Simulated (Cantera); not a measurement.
Charge: 1 mol Cu2O, 370 mol H2.

Method: chemical equilibrium by Gibbs-energy minimisation in Cantera with the NASA 1993 tables (ideal gas, pure condensed phases). Candidate condensed phases: Cu, CuO, Cu(OH)2, Cu2O, H2O; 12 gas species. Kinetics and transport are ignored.

Question: What condenses at these points (T in K, P in Pa): (1848, 100000); (1948, 1000000); (1448, 1000); (1498, 100); (1848, 10000)?

Answer: 
| T (K) | P in Pa | condensed phases | Cu condensed (%) |
|---|---|---|---|
| 1848 | 100000 | Cu | 82.7 |
| 1948 | 1000000 | Cu | 95.1 |
| 1448 | 1000 | Cu | 93.9 |
| 1498 | 100 | gas only | 0.0 |
| 1848 | 10000 | gas only | 0.0 |
